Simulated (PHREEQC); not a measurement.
Consider water at 25 °C with 0.017 mol/kgw Cu(NO3)2, 0.22 mol/kgw HNO3 and 0.18 mol/kgw KCl. Closed to the air; pH follows from the charge balance.

Computed with PHREEQC (ion-association model, phreeqc.dat).

```
quantity               before     after
-------------------  --------  --------
pH                       0.77      0.76
Cu+2 (mol/kgw)         0.0151    0.0168
CuCl+ (mol/kgw)       0.00186  0.000235
CuCl2 (mol/kgw)       6.94e-5   9.96e-7
CuCl3- (mol/kgw)      4.85e-8  6.68e-11
CuOH+ (mol/kgw)      3.44e-10  4.09e-10
SI of Sylvite (KCl)     -2.76     -4.72
```

Task: Name the change that produced these shifts.
(A) Cu(NO3)2 from 0.017 to 0.17 mol/kgw
(B) KCl from 0.18 to 0.018 mol/kgw
(C) temperature from 25 to 50 °C

Result: B, KCl from 0.18 to 0.018 mol/kgw

No solid was allowed to form.
